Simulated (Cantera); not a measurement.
A freely propagating, adiabatic, planar premixed flame of C₂H₆ : O₂ : N₂ : H₂O = 1 : 3.57 : 13.4 : 1.8 (molar parts), unburnt at 623 K and 1.00 bar; mixture-averaged transport, grid criteria slope 0.08 and curve 0.16, no radiation.

Detailed kinetics in Cantera: GRI-Mech 3.0 (53 species, 325 reactions). Burning velocities carry a grid error of a few per cent, more on coarse grids.

Question: What does this change do: O2 3.57 to 4.5 parts?

Answer: 
```tsv
quantity	before	after
laminar burning velocity	119 cm/s	138 cm/s
thermal thickness	0.352 mm	0.304 mm
peak x(H₂)	0.0225	0.0161
peak x(H₂O₂)	8.12e-5	0.000102
peak x(HO₂)	0.000367	0.000472
```

Question: What does this change do: inlet temperature 623 to 698 K?

Answer: 
| quantity | before | after |
|---|---|---|
| laminar burning velocity | 119 cm/s | 153 cm/s |
| thermal thickness | 0.352 mm | 0.328 mm |
| peak x(H₂) | 0.0225 | 0.0237 |
| peak x(H₂O₂) | 8.12e-5 | 7.49e-5 |
| peak x(HO₂) | 0.000367 | 0.000371 |

Question: What does this change do: inlet temperature 623 to 573 K?

Answer: 
| quantity | before | after |
|---|---|---|
| laminar burning velocity | 119 cm/s | 99.7 cm/s |
| thermal thickness | 0.352 mm | 0.369 mm |
| peak x(H₂) | 0.0225 | 0.0216 |
| peak x(H₂O₂) | 8.12e-5 | 8.59e-5 |
| peak x(HO₂) | 0.000367 | 0.000363 |
